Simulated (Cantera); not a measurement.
Mixture: CH4 : O2 : N2 = 1 : 1.25 : 4 (molar parts), equivalence ratio 1.6, at 1000000 Pa, adiabatic and at constant pressure. Ignition delay is the time to a rise of 400 K.

Model: GRI-Mech 3.0 (53 species, 325 reactions), integrated in Cantera.

```
quantity                                                before       after
--------------------------------------------------  ----------  ----------
delay at 1000 K                                        90.0 ms     74.5 ms
delay at 1075 K                                        28.0 ms     22.4 ms
delay at 1150 K                                        10.0 ms     7.91 ms
delay at 1225 K                                        3.89 ms     3.08 ms
delay at 1300 K                                        1.62 ms     1.29 ms
delay at 1375 K                                       0.712 ms    0.569 ms
delay at 1450 K                                       0.328 ms    0.266 ms
apparent activation energy between 1300 and 1450 K  170 kJ/mol  160 kJ/mol
```

**Question.** Name the change that produced these shifts.
A) pressure from 1000000 Pa to 100000 Pa
B) CH4 1 to 0.64 parts
C) constant volume in place of constant pressure
D) O2 1.25 to 0.98 parts

**Answer.** B, CH4 1 to 0.64 parts
